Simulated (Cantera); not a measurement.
# Gas activation for diamond growth

An isothermal, constant-pressure homogeneous reactor starts with CH₄ : H₂ : H₂O = 0.015 : 1 : 0.065 (molar parts), at 2623 K and 51.0 Torr.

Model: GRI-Mech 3.0 (53 species, 325 reactions), integrated in Cantera.

```json
[
 {"t (s)": "1.00e-5", "x CH₄": "0.0134", "x H₂": "0.924", "x CH₂": "1.32e-6", "x C₂H": "6.61e-12", "x H": "0.00151"},
 {"t (s)": "3.71e-5", "x CH₄": "0.0123", "x H₂": "0.921", "x CH₂": "1.39e-5", "x C₂H": "3.29e-9", "x H": "0.00571"},
 {"t (s)": "0.000138", "x CH₄": "0.00917", "x H₂": "0.909", "x CH₂": "9.67e-5", "x C₂H": "7.58e-7", "x H": "0.0188"},
 {"t (s)": "0.000512", "x CH₄": "0.00248", "x H₂": "0.897", "x CH₂": "0.000110", "x C₂H": "1.28e-5", "x H": "0.0373"},
 {"t (s)": "0.00190", "x CH₄": "0.000406", "x H₂": "0.890", "x CH₂": "3.59e-5", "x C₂H": "1.02e-5", "x H": "0.0496"},
 {"t (s)": "0.00707", "x CH₄": "2.98e-6", "x H₂": "0.876", "x CH₂": "5.01e-7", "x C₂H": "6.85e-8", "x H": "0.0679"},
 {"t (s)": "0.0263", "x CH₄": "4.52e-12", "x H₂": "0.833", "x CH₂": "2.43e-12", "x C₂H": "<1e-12", "x H": "0.112"},
 {"t (s)": "0.0976", "x CH₄": "1.59e-12", "x H₂": "0.801", "x CH₂": "1.53e-12", "x C₂H": "<1e-12", "x H": "0.144"},
 {"t (s)": "0.362", "x CH₄": "1.53e-12", "x H₂": "0.800", "x CH₂": "1.51e-12", "x C₂H": "<1e-12", "x H": "0.146"},
 {"t (s)": "1.35", "x CH₄": "1.53e-12", "x H₂": "0.800", "x CH₂": "1.51e-12", "x C₂H": "<1e-12", "x H": "0.146"},
 {"t (s)": "5.00", "x CH₄": "1.53e-12", "x H₂": "0.800", "x CH₂": "1.51e-12", "x C₂H": "<1e-12", "x H": "0.146"}
]
```
x: mole fraction; the columns are a selection and need not sum to one.

Equilibrium at this temperature and pressure: CH₄ 1.65e-12, H₂ 0.800, CH₂ 1.59e-12, C₂H <1e-12, H 0.146 (gas phase only).
